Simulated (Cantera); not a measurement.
A Cantera script and what it prints.

```python
import numpy as np
import cantera as ct

gas_names = """
    C CO CO2 C2 C2O C3 C3O2 C4 C5 Fe FeC5O5 FeO O O2 O3
""".split()
cond_names = """
    C(gr) Fe(a) Fe(c) Fe(d) Fe(L) FeC5O5(L) FeO(s) FeO(L) Fe2O3(s) Fe3O4(s)
""".split()


def load(file, names, dense=False):
    # The tables refer to 1 bar. Condensed volumes are neglected.
    table = {s.name: s for s in ct.Species.list_from_file(file)}
    out = []
    for n in names:
        d = dict(table[n].input_data)
        d["thermo"] = dict(d["thermo"], **{"reference-pressure": 1e5})
        if dense:
            d["equation-of-state"] = {"model": "constant-volume", "density": "1e6 g/cm^3"}
        out.append(ct.Species.from_dict(d))
    return out


gas = ct.Solution(thermo="ideal-gas", species=load("nasa_gas.yaml", gas_names))
cond = {s.name: ct.Solution(thermo="fixed-stoichiometry", species=[s], name=s.name)
        for s in load("nasa_condensed.yaml", cond_names, dense=True)}
atoms = {
    'Fe2O3': {'Fe': 2, 'O': 3},
    'O2': {'O': 2},
    'CO2': {'C': 1, 'O': 2},
}
top_T = {'C(gr)': 4500, 'Fe2O3(s)': 1830, 'Fe3O4(s)': 1870}  # K; cautious upper limits of use, not melting points


def equilibrate(T, P, feed):
    n = {}
    for name, mol in feed.items():
        for a, k in atoms[name].items():
            n[a] = n.get(a, 0.0) + k * mol
    gas.TPX = T, P, n
    mass = sum(n.values()) * gas.mean_molecular_weight
    gas.equilibrate("TP")
    valid = [c for c in cond.values() if c.min_temp <= T <= top_T.get(c.name, c.max_temp)]
    mix = ct.Mixture([(gas, mass / gas.mean_molecular_weight)] + [(c, 0.0) for c in valid])
    mix.T, mix.P = T, P
    mix.equilibrate("TP", solver="vcs", rtol=1e-11, max_steps=5000)
    return mix


results = []
feed = {'Fe2O3': 1, 'O2': 0.35, 'CO2': 0.085}  # mol
P = 41000  # Pa
for T in [1200, 1250, 1300, 1350, 1400, 1450, 1500, 1550, 1600, 1650, 1700, 1750, 1800, 1850]:
    mix = equilibrate(T, P, feed)
    results.append((T, P, feed, dict(zip(mix.species_names, mix.species_moles))))

top = {s: max(r[3][s] / sum(r[3][g] for g in gas_names) for r in results) for s in gas_names}
cols = sorted((s for s in top if top[s] > 1e-05), key=lambda s: -top[s])[:7]
seen = [c for c in cond_names if any(r[3].get(c, 0) > 1e-12 for r in results)]
print("log10 of partial pressures in bar; condensed amounts in mol")
print(f"{'T/K':>10s}" + "".join(f"{s[:9]:>10s}" for s in cols + seen))
for T, P, feed, n in results:
    ng = sum(n[g] for g in gas_names)
    print(f"{T:10.4g}" + "".join(f"{np.log10(max(n[s] / ng * P / 1e5, 1e-99)):10.3f}" for s in cols)
          + "".join(f"{n.get(c, 0):10.4g}" for c in seen))
```

Result:

```
log10 of partial pressures in bar; condensed amounts in mol
       T/K        O2       CO2         O        CO  Fe2O3(s)  Fe3O4(s)
      1200    -0.482    -1.096    -7.842    -8.614         1         0
      1250    -0.482    -1.096    -7.401    -8.123         1         0
      1300    -0.482    -1.096    -6.993    -7.671         1         0
      1350    -0.482    -1.096    -6.616    -7.252         1         0
      1400    -0.482    -1.096    -6.265    -6.864         1         0
      1450    -0.482    -1.096    -5.938    -6.503         1         0
      1500    -0.482    -1.096    -5.633    -6.166         1         0
      1550    -0.482    -1.096    -5.347    -5.851         1         0
      1600    -0.482    -1.096    -5.079    -5.556         1         0
      1650    -0.482    -1.096    -4.828    -5.279         1         0
      1700    -0.453    -1.237    -4.576    -5.174         0    0.6667
      1750    -0.453    -1.237    -4.353    -4.929         0    0.6667
      1800    -0.453    -1.237    -4.141    -4.697         0    0.6667
      1850    -0.453    -1.237    -3.942    -4.479         0    0.6667
```

Equilibrium computed with Cantera from the NASA thermochemical tables; the gas is ideal and each condensed phase is pure.
